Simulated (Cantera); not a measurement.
A Cantera script and its output.

```python
import numpy as np
import cantera as ct

gas = ct.Solution("gri30.yaml")
gas.TPX = 1148, 100000, {'CH3OH': 1, 'O2': 0.714, 'N2': 2.69}
reactor = ct.IdealGasConstPressureReactor(gas, energy="on", clone=False)
net = ct.ReactorNet([reactor])
net.rtol, net.atol = 1e-08, 1e-16
show = ['CH3OH', 'O2', 'HO2', 'H2', 'O', 'CH3']
times = np.geomspace(1e-06, 0.2, 10)

steps = ct.SolutionArray(gas, extra=["t"])
rows = []
print(f"{'t/s':>10s}{'T/K':>9s}{'P/Pa':>11s}" + "".join(f"{s:>11s}" for s in show))
for t in times:
    while net.time < t:
        t_next = net.step()
        steps.append(gas.state, t=t_next)
    rows.append([np.interp(t, steps.t, y) for y in (steps.T, steps.P, *steps(*show).X.T)])
    print(f"{t:10.3e}{rows[-1][0]:9.1f}{rows[-1][1]:11.4g}" + "".join(f"{x:11.3e}" for x in rows[-1][2:]))
rate = np.gradient(steps.T, steps.t)
print("integrator steps:", len(steps.t))
if steps.T.max() > steps.T[0] + 200:
    print(f"time of steepest temperature rise: {steps.t[rate.argmax()]:.4e} s")
gas.TPX = 1148, 100000, {'CH3OH': 1, 'O2': 0.714, 'N2': 2.69}
gas.equilibrate("HP")
print(f"equilibrium (HP): T = {gas.T:.1f} K  " + "  ".join(f"{s} {gas[s].X[0]:.3e}" for s in show))
```

Output:

```
       t/s      T/K       P/Pa      CH3OH         O2        HO2         H2          O        CH3
 1.000e-06   1148.0      1e+05  2.271e-01  1.621e-01  1.625e-09  1.131e-09  8.382e-12  9.481e-10
 3.882e-06   1148.0      1e+05  2.271e-01  1.621e-01  8.968e-09  6.201e-09  8.718e-12  3.439e-09
 1.507e-05   1148.0      1e+05  2.271e-01  1.621e-01  4.078e-08  2.694e-08  8.866e-12  1.041e-08
 5.848e-05   1148.0      1e+05  2.271e-01  1.621e-01  1.831e-07  1.118e-07  9.053e-12  1.897e-08
 2.270e-04   1148.0      1e+05  2.271e-01  1.621e-01  7.673e-07  4.514e-07  9.111e-12  2.009e-08
 8.811e-04   1148.0      1e+05  2.271e-01  1.621e-01  2.970e-06  1.834e-06  9.335e-12  1.972e-08
 3.420e-03   1148.0      1e+05  2.270e-01  1.621e-01  1.025e-05  1.004e-05  1.221e-11  1.860e-08
 1.327e-02   1149.0      1e+05  2.262e-01  1.617e-01  5.538e-05  2.642e-04  1.085e-10  1.412e-08
 5.153e-02   2284.9      1e+05  6.445e-14  8.696e-06  5.825e-09  1.372e-01  1.348e-05  6.374e-12
 2.000e-01   2284.5      1e+05  6.456e-14  8.660e-06  5.801e-09  1.373e-01  1.343e-05  6.397e-12
integrator steps: 2220
time of steepest temperature rise: 1.9966e-02 s
equilibrium (HP): T = 2284.5 K  CH3OH 6.572e-14  O2 8.656e-06  HO2 5.798e-09  H2 1.373e-01  O 1.342e-05  CH3 7.263e-12
```

Computed with Cantera and GRI-Mech 3.0 (53 species, 325 reactions). GRI-Mech 3.0 was tuned for natural gas; its chemistry of methanol as a main component is partial and can be far from experiment.
